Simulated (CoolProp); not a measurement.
Properties of R1234ze(E) along the isotherm 420 K.

Values from CoolProp's reference Helmholtz-energy equation of state, Thol 2016.

```json
[
 {"p (bar)": "16.7", "phase": "gas", "cp (kJ/(kg K))": "1.147", "cv (kJ/(kg K))": "1.010", "expansivity (1/kK)": "3.745", "conductivity (mW/(m K))": "25.0"},
 {"p (bar)": "33.3", "phase": "gas", "cp (kJ/(kg K))": "1.345", "cv (kJ/(kg K))": "1.049", "expansivity (1/kK)": "?", "conductivity (mW/(m K))": "28.0"},
 {"p (bar)": "50", "phase": "supercritical", "cp (kJ/(kg K))": "1.917", "cv (kJ/(kg K))": "1.106", "expansivity (1/kK)": "15.01", "conductivity (mW/(m K))": "36.0"},
 {"p (bar)": "66.7", "phase": "supercritical", "cp (kJ/(kg K))": "2.449", "cv (kJ/(kg K))": "1.125", "expansivity (1/kK)": "19.67", "conductivity (mW/(m K))": "46.3"},
 {"p (bar)": "83.3", "phase": "supercritical", "cp (kJ/(kg K))": "2.030", "cv (kJ/(kg K))": "1.098", "expansivity (1/kK)": "?", "conductivity (mW/(m K))": "50.4"},
 {"p (bar)": "100", "phase": "supercritical", "cp (kJ/(kg K))": "?", "cv (kJ/(kg K))": "1.081", "expansivity (1/kK)": "7.761", "conductivity (mW/(m K))": "53.1"},
 {"p (bar)": "117", "phase": "supercritical", "cp (kJ/(kg K))": "1.687", "cv (kJ/(kg K))": "1.070", "expansivity (1/kK)": "6.001", "conductivity (mW/(m K))": "55.4"},
 {"p (bar)": "133", "phase": "supercritical", "cp (kJ/(kg K))": "1.619", "cv (kJ/(kg K))": "1.064", "expansivity (1/kK)": "?", "conductivity (mW/(m K))": "?"},
 {"p (bar)": "150", "phase": "supercritical", "cp (kJ/(kg K))": "1.569", "cv (kJ/(kg K))": "1.060", "expansivity (1/kK)": "4.353", "conductivity (mW/(m K))": "58.8"}
]
```

Question: What belongs in the gaps?

Answer: 
- 33.3, expansivity (1/kK): 6.685
- 83.3, expansivity (1/kK): 11.38
- 100, cp (kJ/(kg K)): 1.806
- 133, expansivity (1/kK): 5.033
- 133, conductivity (mW/(m K)): 57.1

The peak of cp marks the crossing from liquid-like to gas-like fluid above the critical point.

Thermal conductivity comes from a separate model (Perkins 2011).
